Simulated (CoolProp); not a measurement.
A Linde-Hampson liquefier for oxygen: isothermal reversible compression at 200 K from 1 atm to 5 MPa, throttling to 1 atm, return gas leaving the recuperator 0 K below the feed. Each further row changes one setting.

The numbers come from the reference Helmholtz-energy equation of state, Schmidt 1985 in CoolProp.

```json
[
 {"case": "as stated", "liquid yield per pass": "0.087", "compression work (kJ/kg of gas)": "195"},
 {"case": "high pressure 10 MPa", "liquid yield per pass": "0.195", "compression work (kJ/kg of gas)": "223"},
 {"case": "warm-end temperature 230 K", "liquid yield per pass": "0.059", "compression work (kJ/kg of gas)": "228"},
 {"case": "warm-end gap 5 K", "liquid yield per pass": "0.074", "compression work (kJ/kg of gas)": "195"}
]
```
